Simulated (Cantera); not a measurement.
Input (Python, Cantera) and output of one run.

```python
import numpy as np
import cantera as ct

gas_names = """
    CL CLO CL2 Cs CsCL CsO Cs2 Cs2CL2 Cs2O N NO NO2 NO3 N2 N2O O O2 O3
""".split()
cond_names = """
    Cs(cr) Cs(L) CsCL(a) CsCL(b) CsCL(L)
""".split()


# ... load() reads the species with a 1 bar reference pressure and builds the phases ...
atoms = {
    'CsCl': {'Cs': 1, 'CL': 1},
    'O2': {'O': 2},
    'N2': {'N': 2},
}
top_T = {}  # K; cautious upper limits of use, not melting points


# ... equilibrate(T, P, feed) seeds the gas with the atoms and calls Mixture.equilibrate('TP', solver="vcs", rtol=1e-11, max_steps=5000) ...
results = []
feed = {'CsCl': 1, 'O2': 1, 'N2': 0.23}  # mol
P = 1333.22  # Pa
for T in [1073, 1148, 1223, 1298, 1373, 1448, 1523, 1598, 1673, 1748, 1823, 1898, 1973, 2048]:
    mix = equilibrate(T, P, feed)
    results.append((T, P, feed, dict(zip(mix.species_names, mix.species_moles))))

top = {s: max(r[3][s] / sum(r[3][g] for g in gas_names) for r in results) for s in gas_names}
cols = sorted((s for s in top if top[s] > 0.001), key=lambda s: -top[s])[:9]
seen = [c for c in cond_names if any(r[3].get(c, 0) > 1e-12 for r in results)]
print("log10 of partial pressures in bar; condensed amounts in mol")
print(f"{'T/K':>10s}" + "".join(f"{s[:9]:>10s}" for s in cols + seen))
for T, P, feed, n in results:
    ng = sum(n[g] for g in gas_names)
    print(f"{T:10.4g}" + "".join(f"{np.log10(max(n[s] / ng * P / 1e5, 1e-99)):10.3f}" for s in cols)
          + "".join(f"{n.get(c, 0):10.4g}" for c in seen))
```

Output:

```
log10 of partial pressures in bar; condensed amounts in mol
       T/K        O2      CsCL        N2    Cs2CL2         O        NO        CL        Cs   CsCL(L)
      1073    -2.122    -2.561    -2.760    -2.889    -9.966    -6.230    -9.639    -9.649    0.2949
      1148    -2.193    -2.348    -2.832    -3.016    -9.197    -6.011    -8.830    -8.838         0
      1223    -2.209    -2.276    -2.848    -3.355    -8.498    -5.772    -8.176    -8.184         0
      1298    -2.217    -2.245    -2.856    -3.720    -7.877    -5.554    -7.614    -7.622         0
      1373    -2.221    -2.233    -2.860    -4.073    -7.321    -5.357    -7.121    -7.128         0
      1448    -2.222    -2.228    -2.861    -4.402    -6.821    -5.178    -6.682    -6.688         0
      1523    -2.223    -2.226    -2.863    -4.701    -6.370    -5.016    -6.286    -6.293         0
      1598    -2.224    -2.225    -2.864    -4.975    -5.961    -4.870    -5.929    -5.934         0
      1673    -2.224    -2.224    -2.865    -5.224    -5.588    -4.737    -5.603    -5.609         0
      1748    -2.225    -2.224    -2.866    -5.451    -5.247    -4.615    -5.305    -5.311         0
      1823    -2.225    -2.225    -2.867    -5.661    -4.934    -4.503    -5.032    -5.037         0
      1898    -2.227    -2.226    -2.869    -5.854    -4.646    -4.401    -4.781    -4.786         0
      1973    -2.228    -2.227    -2.871    -6.033    -4.380    -4.308    -4.548    -4.553         0
      2048    -2.231    -2.230    -2.874    -6.201    -4.134    -4.222    -4.334    -4.338         0
```

Equilibrium computed with Cantera from the NASA thermochemical tables; the gas is ideal and each condensed phase is pure.
